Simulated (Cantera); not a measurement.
An isothermal, constant-pressure homogeneous reactor starts with CH₄ : N₂ = 1 : 11 (molar parts), at 1750 K and 1330 Pa. Integrator tolerance rtol = 1e-08.

Computed with Cantera and GRI-Mech 3.0 (53 species, 325 reactions). GRI-Mech 3.0 stops at C3 and has no aromatics, soot or wall deposition, so with more carbon than oxygen in the feed, carbon stays in small species such as C2H2 where larger ones or solid carbon would form. Radical loss at walls, strong at low pressure, is not modelled.

Question: What does this change do: N2 11 to 54 parts?

Answer: 
```tsv
quantity	before	after
x(CH₄) at 200 s	5.48e-6 (gas-phase equilibrium 4.53e-6)	7.83e-8 (gas-phase equilibrium 1.37e-7)
x(CH₃) at 200 s	6.63e-7 (gas-phase equilibrium 5.48e-7)	1.97e-8 (gas-phase equilibrium 3.44e-8)
x(C₂H₂) at 200 s	0.0384 (gas-phase equilibrium 0.0106)	0.00889 (gas-phase equilibrium 0.000780)
x(C₂H₄) at 200 s	1.95e-6 (gas-phase equilibrium 5.40e-7)	1.05e-7 (gas-phase equilibrium 9.17e-9)
x(HCN) at 200 s	7.10e-5 (gas-phase equilibrium 0.0556)	6.42e-5 (gas-phase equilibrium 0.0163)
x(CH₂) at 200 s	4.28e-9 (gas-phase equilibrium 3.54e-9)	2.64e-10 (gas-phase equilibrium 4.61e-10)
x(H₂) at 200 s	0.115 (gas-phase equilibrium 0.115)	0.0266 (gas-phase equilibrium 0.0266)
```

Question: What does this change do: 0.086 parts H2O added?

Answer: 
```
quantity                                           before                                    after
----------------  ---------------------------------------  ---------------------------------------
x(CH₄) at 200 s   5.48e-6 (gas-phase equilibrium 4.53e-6)  6.27e-6 (gas-phase equilibrium 4.65e-6)
x(CH₃) at 200 s   6.63e-7 (gas-phase equilibrium 5.48e-7)  7.32e-7 (gas-phase equilibrium 5.43e-7)
x(C₂H₂) at 200 s    0.0384 (gas-phase equilibrium 0.0106)   0.0346 (gas-phase equilibrium 0.00909)
x(C₂H₄) at 200 s  1.95e-6 (gas-phase equilibrium 5.40e-7)  1.88e-6 (gas-phase equilibrium 4.95e-7)
x(HCN) at 200 s    7.10e-5 (gas-phase equilibrium 0.0556)  0.000150 (gas-phase equilibrium 0.0512)
x(CH₂) at 200 s   4.28e-9 (gas-phase equilibrium 3.54e-9)  4.57e-9 (gas-phase equilibrium 3.39e-9)
x(H₂) at 200 s        0.115 (gas-phase equilibrium 0.115)      0.123 (gas-phase equilibrium 0.123)
```
